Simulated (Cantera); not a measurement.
NO annealing gas

An isothermal, constant-pressure homogeneous reactor starts with 87.7 % NO, 12.3 % N2, at 1875 K and 100000 Pa.

Model: GRI-Mech 3.0 (53 species, 325 reactions), integrated in Cantera.

```json
[
 {"t (s)": "0.000600", "x NO": "0.877", "x NO2": "0.000199", "x N2O": "0.000154", "x O2": "2.33e-5", "x O": "1.58e-5", "x N2": "0.123"},
 {"t (s)": "0.00135", "x NO": "0.876", "x NO2": "0.000353", "x N2O": "0.000251", "x O2": "0.000156", "x O": "2.45e-5", "x N2": "0.123"},
 {"t (s)": "0.00303", "x NO": "0.875", "x NO2": "0.000431", "x N2O": "0.000321", "x O2": "0.000677", "x O": "2.89e-5", "x N2": "0.124"},
 {"t (s)": "0.00682", "x NO": "0.872", "x NO2": "0.000460", "x N2O": "0.000334", "x O2": "0.00199", "x O": "3.07e-5", "x N2": "0.125"},
 {"t (s)": "0.0153", "x NO": "0.866", "x NO2": "0.000504", "x N2O": "0.000329", "x O2": "0.00497", "x O": "3.35e-5", "x N2": "0.128"},
 {"t (s)": "0.0345", "x NO": "0.853", "x NO2": "0.000586", "x N2O": "0.000317", "x O2": "0.0116", "x O": "3.88e-5", "x N2": "0.135"},
 {"t (s)": "0.0775", "x NO": "0.824", "x NO2": "0.000722", "x N2O": "0.000294", "x O2": "0.0259", "x O": "4.84e-5", "x N2": "0.149"},
 {"t (s)": "0.174", "x NO": "0.764", "x NO2": "0.000902", "x N2O": "0.000250", "x O2": "0.0556", "x O": "6.37e-5", "x N2": "0.179"},
 {"t (s)": "0.391", "x NO": "0.653", "x NO2": "0.00105", "x N2O": "0.000179", "x O2": "0.111", "x O": "8.51e-5", "x N2": "0.235"},
 {"t (s)": "0.880", "x NO": "0.480", "x NO2": "0.00101", "x N2O": "9.49e-5", "x O2": "0.198", "x O": "0.000110", "x N2": "0.321"},
 {"t (s)": "1.98", "x NO": "0.280", "x NO2": "0.000721", "x N2O": "3.19e-5", "x O2": "0.298", "x O": "0.000133", "x N2": "0.421"},
 {"t (s)": "4.45", "x NO": "0.122", "x NO2": "0.000352", "x N2O": "6.16e-6", "x O2": "0.377", "x O": "0.000149", "x N2": "0.500"},
 {"t (s)": "10.0", "x NO": "0.0408", "x NO2": "0.000124", "x N2O": "9.38e-7", "x O2": "0.418", "x O": "0.000157", "x N2": "0.541"}
]
```
x: mole fraction; the columns are a selection and need not sum to one.

Equilibrium at this temperature and pressure: NO 0.00646, NO2 2.00e-5, N2O 3.09e-7, O2 0.435, O 0.000160, N2 0.558 (gas phase only).
